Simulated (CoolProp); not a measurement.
Properties of ethanol along the isotherm 579.7 K.

Values from CoolProp's reference Helmholtz-energy equation of state, Schroeder 2014.

| p (MPa) | phase | density (kg/m³) | speed of sound (m/s) |
|---|---|---|---|
| 1.57 | gas | 15.68 | 326.2 |
| 3.13 | gas | 32.85 | 314.7 |
| 4.7 | gas | 52.26 | 301.8 |
| 6.27 | supercritical | 74.73 | 287.0 |
| 7.83 | supercritical | 101.7 | 270.3 |
| 9.4 | supercritical | 136.3 | 252.7 |
| 11 | supercritical | 182.8 | 238.5 |
| 12.5 | supercritical | 235.6 | 235.6 |
| 14.1 | supercritical | 290.4 | 252.8 |
| 15.7 | supercritical | 333.1 | 283.6 |
